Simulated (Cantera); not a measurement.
A closed system holds: 1 mol Si, 0.9 mol Cl2, 3.2 mol H2, at 1075 K and 9.10 bar.

Cantera equilibrium calculation (NASA polynomials, part measured and part estimated; ideal gas, pure solids and liquids). The tables' values for SiCl3 are old estimates; treat these amounts as uncertain. Equilibrium is a limit: real reactors are often held back by kinetics, nucleation or transport.

| species | before | after |
|---|---|---|
| H2 | 0.845 | 0.887 |
| SiHCl3 | 0.0675 | 0.0509 |
| SiCl4 | 0.0673 | 0.0448 |
| HCl | 0.0105 | 0.00968 |
| SiCl3 | 0.00104 | 0.000764 |
| SiCl2 | 0.000253 | 0.000207 |
| SiH2Cl2 | 0.00792 | 0.00678 |
| SiH3Cl | 0.000244 | 0.000237 |
| Si(s), mol | 0.483 | 0.641 |
Gas species are given as mole fractions.

Question: What was changed between the two runs?
A) Cl2 from 0.9 to 2.2 mol
B) temperature from 1075 K to 750 K
C) Cl2 from 0.9 to 0.62 mol
D) Cl2 from 0.9 to 2.3 mol

Answer: C, Cl2 from 0.9 to 0.62 mol
